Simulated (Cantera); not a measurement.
Charge: 1 mol CaO, 0.67 mol Cl2, 11 mol O2, at 1048.15 K and 1.50 Torr.

These are equilibrium values from Cantera (NASA tables, ideal gas, pure condensed phases), not measurements of a reactor. Candidate condensed phases: Ca, CaCl2, CaO; 11 gas species. Mutual solubility and eutectic melting of coexisting phases are not modelled. Condensed phases not in the tables: oxide chlorides. Equilibrium is a limit: real reactors are often held back by kinetics, nucleation or transport.

What is the equilibrium state?


* **x(O2)**: 1.000
* **x(Cl)**: 0.000157
* **x(Cl2)**: 8.26e-5
* **x(CaCl2)**: 6.07e-5
* **n(CaCl2(l))**: 0.667 mol
* **n(CaO(s))**: 0.332 mol
* **gas amount**: 11.34 mol
* **log10 activity of Ca(s) (absent)**: -24.81
